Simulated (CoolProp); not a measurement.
A Linde-Hampson liquefier for nitrogen: isothermal reversible compression at 280 K from 1 atm to 10 MPa, throttling to 1 atm, return gas leaving the recuperator 0 K below the feed. Each further row changes one setting.

The numbers come from the reference Helmholtz-energy equation of state, Span 2000 in CoolProp.

| case | liquid yield per pass | compression work (kJ/kg of gas) |
|---|---|---|
| as stated | 0.055 | 380 |
| high pressure 20 MPa | 0.092 | 438 |
| warm-end temperature 310 K | 0.040 | 423 |
| warm-end gap 5 K | 0.043 | 380 |
